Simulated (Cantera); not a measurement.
Input (Python, Cantera):

```python
import numpy as np
import cantera as ct

surf = ct.Interface("ptcombust.yaml", "Pt_surf")
gas = surf.adjacent["gas"]
gas.TPX = 300, 5700, {'CH4': 0.015, 'O2': 0.063, 'N2': 0.79}
jet = ct.ImpingingJet(gas=gas, width=0.071, surface=surf)
jet.inlet.mdot, jet.inlet.T, jet.inlet.X = 0.091, 300, {'CH4': 0.015, 'O2': 0.063, 'N2': 0.79}
jet.set_refine_criteria(ratio=10, slope=0.2, curve=0.3)
show, cover = ['CH4', 'O2', 'H2O', 'OH', 'CO', 'CO2'], ["PT(S)", "H(S)", "O(S)", "OH(S)", "CO(S)", "C(S)"]

rows = []
print(f"{'Ts/K':>7s}" + "".join(f"{s:>11s}" for s in show + cover) + "   (gas at the wall, coverages)")
for i, Ts in enumerate([850, 900, 950, 1000, 1050]):
    jet.surface.T = Ts
    if i == 0:
        surf.TP = Ts, 5700
        surf.coverages = "PT(S):0.5, O(S):0.5"
        surf.advance_coverages(1.0)
        jet.set_initial_guess(products="inlet")
    jet.solve(loglevel=0, auto=(i == 0))
    rows.append([*(jet.X[gas.species_index(s), -1] for s in show), *surf[cover].coverages])
    print(f"{Ts:7g}" + "".join(f"{x:11.3e}" for x in rows[-1]))
```

Output:

```
   Ts/K        CH4         O2        H2O         OH         CO        CO2      PT(S)       H(S)       O(S)      OH(S)      CO(S)       C(S)   (gas at the wall, coverages)
    850  1.361e-02  6.479e-02  6.868e-03  5.984e-09  4.178e-06  4.479e-03  1.841e-01  2.049e-08  8.153e-01  6.415e-04  7.636e-06  1.950e-08
    900  1.107e-02  5.941e-02  1.159e-02  2.393e-08  4.882e-06  7.573e-03  2.568e-01  6.327e-08  7.425e-01  7.488e-04  6.243e-06  2.221e-08
    950  8.669e-03  5.434e-02  1.602e-02  7.702e-08  5.339e-06  1.048e-02  3.335e-01  1.551e-07  6.657e-01  7.750e-04  4.629e-06  2.215e-08
   1000  6.758e-03  5.030e-02  1.953e-02  2.091e-07  5.721e-06  1.279e-02  4.106e-01  3.225e-07  5.886e-01  7.427e-04  3.301e-06  2.064e-08
   1050  5.359e-03  4.736e-02  2.208e-02  5.035e-07  6.150e-06  1.447e-02  4.851e-01  5.959e-07  5.142e-01  6.786e-04  2.353e-06  1.873e-08
```

Computed with Cantera and Deutschmann's 1995 Pt surface mechanism with GRI-Mech 3.0 gas chemistry. Catalytic surfaces can have several steady states; this one follows from the mechanism file's or the stated starting coverage.
